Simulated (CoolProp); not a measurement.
500 sccm (0 °C, 1 atm) of nitrogen bubbles through liquid 1,2-dichloroethane at 329.5 K and leaves saturated at a total pressure of 0.15 MPa (ideal gas phase). Each further row changes one setting.

Model: reference Helmholtz-energy equation of state, Thol 2015, in CoolProp.

```json
[
 {"case": "as stated", "vapour pressure (kPa)": "39.8", "mole fraction of vapour": "0.265", "delivery (mg/min)": "797", "delivery (sccm)": "181", "change of delivery for a bath 1 K warmer (%)": "5.3"},
 {"case": "bath temperature 334.5 K", "vapour pressure (kPa)": "47.9", "mole fraction of vapour": "0.319", "delivery (mg/min)": "1040", "delivery (sccm)": "235", "change of delivery for a bath 1 K warmer (%)": "5.5"},
 {"case": "total pressure 0.3 MPa", "vapour pressure (kPa)": "39.8", "mole fraction of vapour": "0.133", "delivery (mg/min)": "338", "delivery (sccm)": "76.5", "change of delivery for a bath 1 K warmer (%)": "4.4"}
]
```
